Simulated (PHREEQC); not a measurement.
Dissolve 0.55 mol/kgw CaCl2 and 0.069 mol/kgw MgCl2 at 80 °C. Closed to the air; pH follows from the charge balance.

Model: Pitzer model, pitzer.dat, run in PHREEQC.

Precipitation was switched off in this run.

**Question.** Estimate the activity of water, osmotic coefficient, density.

**Answer.** activity of water 0.970; osmotic coefficient 0.904; density 1.024 g/cm³.

At this temperature some constants are extrapolated from 25 °C, and those without enthalpy data are left unchanged.
